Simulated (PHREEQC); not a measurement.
Make-up at 35 °C: 1.1 mmol/kgw KOH, 0.12 mmol/kgw H4SiO4 and 110 mmol/kgw KH2PO4. Closed to the air; pH follows from the charge balance.

Computed with PHREEQC (ion-association model, phreeqc.dat).

```json
[
 {"quantity": "pH", "before": "4.89", "after": "4.86"},
 {"quantity": "ionic strength (mol/kgw)", "before": "0.112", "after": "0.112"},
 {"quantity": "HPO4-2 (mol/kgw)", "before": "0.00120", "after": "0.00124"},
 {"quantity": "H3PO4 (mol/kgw)", "before": "0.000176", "after": "0.000217"},
 {"quantity": "KHPO4- (mol/kgw)", "before": "8.96e-5", "after": "9.01e-5"},
 {"quantity": "H3SiO4- (mol/kgw)", "before": "2.57e-9", "after": "3.70e-9"},
 {"quantity": "SI of Quartz (SiO2)", "before": "-0.07", "after": "-0.27"}
]
```

### Question
Which change was made?
A. KH2PO4 from 0.11 to 0.099 mol/kgw
B. KOH from 0.0011 to 0.011 mol/kgw
C. temperature from 35 to 50 °C
D. H4SiO4 from 0.00012 to 2.4e-05 mol/kgw
E. diluted 10-fold with water

### Answer
C, temperature from 35 to 50 °C

No solid was allowed to form. At this temperature some constants are extrapolated from 25 °C, and those without enthalpy data are left unchanged.
